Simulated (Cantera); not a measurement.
Standard-state values (1 bar) from the NASA 1993 polynomials, evaluated with Cantera. Values are per mole of reaction as written; species without (g) are pure solids or liquids, kept so even where they would boil at 1 bar.

2 BF3(g) + N2(g) = 6 F(g) + 2 BN, with ΔH° = 2245.9 kJ and ΔS° = 282.0 J/K at 300 K.

Problem. How far is the shortcut ΔG° ≈ ΔH°(300 K) − T·ΔS°(300 K) from the full temperature-dependent value at 798, 898, 998, 1098, 1198, 1298, 1398, 1498 K?

Solution. 
```json
[
 {"T (K)": "798", "shortcut (kJ)": "2020.8", "full (kJ)": "2009.0", "difference (kJ)": "11.8", "difference in log10 K": "-0.77"},
 {"T (K)": "898", "shortcut (kJ)": "1992.6", "full (kJ)": "1976.7", "difference (kJ)": "15.9", "difference in log10 K": "-0.93"},
 {"T (K)": "998", "shortcut (kJ)": "1964.4", "full (kJ)": "1944.0", "difference (kJ)": "20.4", "difference in log10 K": "-1.07"},
 {"T (K)": "1098", "shortcut (kJ)": "1936.2", "full (kJ)": "1911.0", "difference (kJ)": "25.2", "difference in log10 K": "-1.20"},
 {"T (K)": "1198", "shortcut (kJ)": "1908.0", "full (kJ)": "1877.7", "difference (kJ)": "30.3", "difference in log10 K": "-1.32"},
 {"T (K)": "1298", "shortcut (kJ)": "1879.8", "full (kJ)": "1844.2", "difference (kJ)": "35.6", "difference in log10 K": "-1.43"},
 {"T (K)": "1398", "shortcut (kJ)": "1851.6", "full (kJ)": "1810.4", "difference (kJ)": "41.2", "difference in log10 K": "-1.54"},
 {"T (K)": "1498", "shortcut (kJ)": "1823.4", "full (kJ)": "1776.4", "difference (kJ)": "47.0", "difference in log10 K": "-1.64"}
]
```
The shortcut ignores the heat-capacity change of the reaction.
